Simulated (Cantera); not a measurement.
An adiabatic, constant-pressure homogeneous reactor starts with H2 : O2 : N2 = 1 : 0.568 : 5.45 (molar parts), at 975 K and 4200 Torr. Integrator tolerance rtol = 1e-08.

Model: the H2/O2 subset of GRI-Mech 3.0, which has no nitrogen chemistry, integrated in Cantera. The hydrogen kinetics of GRI-Mech 3.0 are dated; newer H2 mechanisms differ, most at raised pressure.

Problem. What does this change do: constant volume in place of constant pressure?

Solution. 
```csv
quantity,before,after
time of steepest temperature rise,35.0 ms,32.5 ms
temperature at 0.300 s,2010 K,2261 K
equilibrium temperature,2010 K,2261 K
x(H2) at 0.300 s,0.000199 (gas-phase equilibrium 0.000199),0.000717 (gas-phase equilibrium 0.000717)
x(O2) at 0.300 s,0.0103 (gas-phase equilibrium 0.0103),0.0102 (gas-phase equilibrium 0.0102)
x(OH) at 0.300 s,0.000814 (gas-phase equilibrium 0.000814),0.00197 (gas-phase equilibrium 0.00197)
x(HO2) at 0.300 s,5.85e-7 (gas-phase equilibrium 5.85e-7),1.71e-6 (gas-phase equilibrium 1.71e-6)
x(H) at 0.300 s,1.04e-5 (gas-phase equilibrium 1.04e-5),6.11e-5 (gas-phase equilibrium 6.11e-5)
```

Problem. What does this change do: O2 0.568 to 1.1 parts?

Solution. 
```csv
quantity,before,after
time of steepest temperature rise,35.0 ms,34.4 ms
temperature at 0.300 s,2010 K,1936 K
equilibrium temperature,2010 K,1936 K
x(H2) at 0.300 s,0.000199 (gas-phase equilibrium 0.000199),3.60e-5 (gas-phase equilibrium 3.60e-5)
x(O2) at 0.300 s,0.0103 (gas-phase equilibrium 0.0103),0.0848 (gas-phase equilibrium 0.0848)
x(OH) at 0.300 s,0.000814 (gas-phase equilibrium 0.000814),0.000913 (gas-phase equilibrium 0.000913)
x(HO2) at 0.300 s,5.85e-7 (gas-phase equilibrium 5.85e-7),2.01e-6 (gas-phase equilibrium 2.01e-6)
x(H) at 0.300 s,1.04e-5 (gas-phase equilibrium 1.04e-5),2.64e-6 (gas-phase equilibrium 2.64e-6)
```
